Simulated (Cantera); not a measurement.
## SiH2Cl2 + N2O + H2 (silicon oxide and oxynitride deposition)

A closed system holds: 1 mol SiH2Cl2, 34 mol N2O, 0.9 mol H2, held at 1652 °C and 6.75 Torr.

Method: chemical equilibrium by Gibbs-energy minimisation in Cantera with the NASA 1993 tables (ideal gas, pure condensed phases). Candidate condensed phases: H2O, NH4Cl, Si, SiO2, Si2N2O, Si3N4; 47 gas species. The tables hold silica as quartz up to 1696 K and as liquid above; real silica turns to tridymite and cristobalite and melts near 1996 K. Rates play no part.

```
Property                              Value
--------------------------------  ---------
x(N2)                                 0.641
x(O2)                                 0.285
x(H2O)                               0.0245
x(HCl)                               0.0203
x(Cl)                                0.0175
x(NO)                               0.00650
x(OH)                               0.00243
x(O)                                0.00207
x(H)                                8.87e-5
n(SiO2(condensed))                0.999 mol
gas amount                        52.77 mol
log10 activity of Si(l) (absent)     -12.75
```
